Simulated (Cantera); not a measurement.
Mixture: 7.05 % CH3OH, 19.6 % O2, 73.3 % N2, equivalence ratio 0.54, at 0.405 atm, adiabatic and at constant volume. Ignition delay is the time to a rise of 400 K.

Model: GRI-Mech 3.0 (53 species, 325 reactions), integrated in Cantera. GRI-Mech 3.0 was tuned for natural gas; its chemistry of methanol as a main component is partial and can be far from experiment.

### Question
Predict: delay at 1048 K; delay at 1123 K; delay at 1198 K; delay at 1273 K; delay at 1348 K; delay at 1423 K; delay at 1498 K; apparent activation energy between 1348 and 1498 K.

### Answer
```
Property                                                 Value
--------------------------------------------------  ----------
delay at 1048 K                                        0.425 s
delay at 1123 K                                        92.7 ms
delay at 1198 K                                        24.7 ms
delay at 1273 K                                        7.85 ms
delay at 1348 K                                        2.91 ms
delay at 1423 K                                        1.23 ms
delay at 1498 K                                       0.586 ms
apparent activation energy between 1348 and 1498 K  180 kJ/mol
```
